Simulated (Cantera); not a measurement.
Input: 1 mol Si, 0.54 mol Br2, 0.2 mol H2, at 598.15 K and 10000 Pa.

Equilibrium computed with Cantera from the NASA thermochemical tables; the gas is ideal and each condensed phase is pure. Candidate condensed phases: Br2, Si; 19 gas species. Rates play no part.

Base state: SiBr4 0.565, H2 0.419, SiHBr3 0.0152, HBr 0.000208, SiH2Br2 0.000187 (mole fractions); condensed: Si(s).

What changes in the equilibrium state with this change: pressure from 10000 Pa to 2600 Pa?


```csv
species,before,after
SiBr4,0.565,0.568
H2,0.419,0.421
SiHBr3,0.0152,0.0109
SiH2Br2,0.000187,9.59e-5
HBr,0.000208,0.000292
"Si(s), mol",0.728,0.729
```
